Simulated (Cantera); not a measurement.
An adiabatic, constant-pressure homogeneous reactor starts with CO : H2 : O2 : N2 : H2O = 1 : 0.62 : 0.352 : 1.32 : 0.1 (molar parts), at 1100 K and 4.74 atm. Integrator tolerance rtol = 1e-08.

Detailed kinetics in Cantera: GRI-Mech 3.0 (53 species, 325 reactions). The hydrogen kinetics of GRI-Mech 3.0 are dated; newer H2 mechanisms differ, most at raised pressure.

Question: What does this change do: constant volume in place of constant pressure?

Answer: 
| quantity | before | after |
|---|---|---|
| time of steepest temperature rise | 0.205 ms | 0.195 ms |
| temperature at 1.00 s | 2569 K | 2835 K |
| equilibrium temperature | 2569 K | 2835 K |
| x(CO) at 1.00 s | 0.234 (gas-phase equilibrium 0.234) | 0.238 (gas-phase equilibrium 0.238) |
| x(H2) at 1.00 s | 0.0657 (gas-phase equilibrium 0.0657) | 0.0630 (gas-phase equilibrium 0.0630) |
| x(O2) at 1.00 s | 9.24e-5 (gas-phase equilibrium 9.24e-5) | 0.000389 (gas-phase equilibrium 0.000389) |
| x(NO) at 1.00 s | 0.000403 (gas-phase equilibrium 0.000403) | 0.00123 (gas-phase equilibrium 0.00123) |
| x(OH) at 1.00 s | 0.00226 (gas-phase equilibrium 0.00226) | 0.00532 (gas-phase equilibrium 0.00532) |
| x(H2O2) at 1.00 s | 2.87e-8 (gas-phase equilibrium 2.87e-8) | 1.46e-7 (gas-phase equilibrium 1.46e-7) |
| x(HO2) at 1.00 s | 9.89e-8 (gas-phase equilibrium 9.89e-8) | 6.48e-7 (gas-phase equilibrium 6.48e-7) |
